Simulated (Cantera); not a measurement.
Cantera run, input and output.

```python
import numpy as np
import cantera as ct

gas = ct.Solution("gri30.yaml")
gas.TPX = 1225, 101325, {'CO': 1, 'H2': 0.039, 'CH4': 0.16, 'O2': 0.525, 'N2': 1.97}
reactor = ct.IdealGasReactor(gas, energy="on", clone=False)
net = ct.ReactorNet([reactor])
net.rtol, net.atol = 1e-08, 1e-16
show = ['CO', 'H2', 'CH4', 'HCO', 'O', 'OH', 'H']
times = np.geomspace(2e-06, 0.8, 11)

steps = ct.SolutionArray(gas, extra=["t"])
rows = []
print(f"{'t/s':>10s}{'T/K':>9s}{'P/Pa':>11s}" + "".join(f"{s:>11s}" for s in show))
for t in times:
    while net.time < t:
        t_next = net.step()
        steps.append(gas.state, t=t_next)
    rows.append([np.interp(t, steps.t, y) for y in (steps.T, steps.P, *steps(*show).X.T)])
    print(f"{t:10.3e}{rows[-1][0]:9.1f}{rows[-1][1]:11.4g}" + "".join(f"{x:11.3e}" for x in rows[-1][2:]))
rate = np.gradient(steps.T, steps.t)
print("integrator steps:", len(steps.t))
if steps.T.max() > steps.T[0] + 200:
    print(f"time of steepest temperature rise: {steps.t[rate.argmax()]:.4e} s")
gas.TPX = 1225, 101325, {'CO': 1, 'H2': 0.039, 'CH4': 0.16, 'O2': 0.525, 'N2': 1.97}
gas.equilibrate("UV")
print(f"equilibrium (UV): T = {gas.T:.1f} K  " + "  ".join(f"{s} {gas[s].X[0]:.3e}" for s in show))
```

It prints:

```
       t/s      T/K       P/Pa         CO         H2        CH4        HCO          O         OH          H
 2.000e-06   1225.0  1.013e+05  2.707e-01  1.056e-02  4.331e-02  1.555e-13  3.408e-09  9.472e-10  9.910e-10
 7.265e-06   1225.0  1.013e+05  2.707e-01  1.056e-02  4.331e-02  6.553e-13  6.034e-09  2.369e-09  4.074e-09
 2.639e-05   1225.0  1.013e+05  2.707e-01  1.056e-02  4.331e-02  1.312e-12  8.190e-09  3.837e-09  7.983e-09
 9.586e-05   1225.0  1.013e+05  2.707e-01  1.056e-02  4.331e-02  3.724e-12  1.504e-08  8.723e-09  2.232e-08
 3.482e-04   1225.1  1.013e+05  2.707e-01  1.056e-02  4.330e-02  4.263e-11  1.050e-07  7.224e-08  2.139e-07
 1.265e-03   1231.8  1.019e+05  2.705e-01  1.056e-02  4.254e-02  4.514e-09  8.072e-07  6.744e-07  1.929e-06
 4.595e-03   2873.8  2.308e+05  1.912e-01  1.509e-02  3.539e-14  3.318e-07  4.481e-03  1.266e-02  8.585e-03
 1.669e-02   2873.3  2.308e+05  1.912e-01  1.510e-02  3.552e-14  3.316e-07  4.461e-03  1.263e-02  8.574e-03
 6.063e-02   2873.3  2.308e+05  1.912e-01  1.510e-02  3.552e-14  3.316e-07  4.461e-03  1.263e-02  8.574e-03
 2.202e-01   2873.3  2.308e+05  1.912e-01  1.510e-02  3.552e-14  3.316e-07  4.461e-03  1.263e-02  8.574e-03
 8.000e-01   2873.3  2.308e+05  1.912e-01  1.510e-02  3.552e-14  3.316e-07  4.461e-03  1.263e-02  8.574e-03
integrator steps: 1965
time of steepest temperature rise: 3.0835e-03 s
equilibrium (UV): T = 2873.3 K  CO 1.912e-01  H2 1.510e-02  CH4 4.573e-14  HCO 3.316e-07  O 4.461e-03  OH 1.263e-02  H 8.574e-03
```

Cantera simulation using GRI-Mech 3.0 (53 species, 325 reactions); the numbers are that mechanism's predictions, not measurements.
